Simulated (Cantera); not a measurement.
Charge: 1 mol Fe, 12 mol CO, equilibrated at 100000 Pa.

Cantera equilibrium calculation (NASA polynomials, part measured and part estimated; ideal gas, pure solids and liquids). Candidate condensed phases: C, Fe, Fe(CO)5, FeO, Fe2O3, Fe3O4; 15 gas species. Iron dissolves carbon and melts from about 1420 K in contact with it, which pure phases cannot show. The tables' stoichiometric FeO is somewhat more stable than real wüstite, so its field is too wide. FeO: taken at fixed stoichiometry. Condensed phases not in the tables: cementite and carbon dissolved in iron. Kinetics and transport are ignored.

log p: log10 of the partial pressure in bar; n: condensed amount in mol.

```
T (K)  log p CO  log p CO2  log p Fe  n C(graphite)  n FeO(s)  n Fe(α)  n Fe(γ)  n Fe(δ)  n Fe(l)
-----  --------  ---------  --------  -------------  --------  -------  -------  -------  -------
973       -0.21      -0.42      <-12            [?]      1.00        0        0        0        0
1123      -0.02      -1.27    -11.51            [?]         0     1.00        0        0        0
1273       0.00      -2.15     -9.30            [?]         0        0     1.00        0        0
1423       0.00      -2.87     -7.57            [?]         0        0     1.00        0        0
1573       0.00      -3.44     -6.18            [?]         0        0    1.000        0        0
1723       0.00      -3.92     -5.04            [?]         0        0        0    1.000        0
1873       0.00      -4.31     -4.10            [?]         0        0        0        0    0.999
```

Task: Some entries are withheld; supply them.

Result: 
- 973, n C(graphite): 4.04
- 1123, n C(graphite): 0.615
- 1273, n C(graphite): 0.0844
- 1423, n C(graphite): 0.0163
- 1573, n C(graphite): 0.00431
- 1723, n C(graphite): 0.00145
- 1873, n C(graphite): 0
